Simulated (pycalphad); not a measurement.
Source of the numbers: pycalphad with the COST 507 light-alloy database (1999); pressure 1 atm. These are 1990s assessments: newer ones move some temperatures and phases. Kinetics are ignored, which matters at the lower temperatures.

Question: How does the equilibrium phase assembly of Si-90.6Y (at.%) change on cooling from 2450 K to 500 K?

Answer: 
| T (K) | phases above | phases below |
|---|---|---|
| 1561.0 | liquid | liquid + SI3Y5 |
| 1528.0 | liquid + SI3Y5 | hcp + SI3Y5 |
Changes were sought between steps of 50 K, so a narrower field can be missed.

Database names, with the compositions (at.%) that they take in these runs: SI3Y5: Y 62 Si 37.
